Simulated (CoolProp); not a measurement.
A Linde-Hampson liquefier for CF4 (R14): isothermal reversible compression at 300 K from 1 atm to 10 MPa, throttling to 1 atm, return gas leaving the recuperator 2 K below the feed. Each further row changes one setting.

Values from CoolProp's reference Helmholtz-energy equation of state, Platzer 1990. This equation is an older, rougher fit; its heat capacities, sound speeds and derivatives of the liquid may be far off and weren't checked against measurements.

```json
[
 {"case": "as stated", "liquid yield per pass": "(withheld)", "compression work (kJ/kg of gas)": "121"},
 {"case": "high pressure 20 MPa", "liquid yield per pass": "(withheld)", "compression work (kJ/kg of gas)": "(withheld)"},
 {"case": "warm-end temperature 330 K", "liquid yield per pass": "(withheld)", "compression work (kJ/kg of gas)": "136"},
 {"case": "warm-end gap 7 K", "liquid yield per pass": "0.167", "compression work (kJ/kg of gas)": "121"}
]
```

### Question
What belongs in the gaps?

### Answer

- as stated, liquid yield per pass: 0.180
- high pressure 20 MPa, liquid yield per pass: 0.269
- high pressure 20 MPa, compression work (kJ/kg of gas): 135
- warm-end temperature 330 K, liquid yield per pass: 0.124
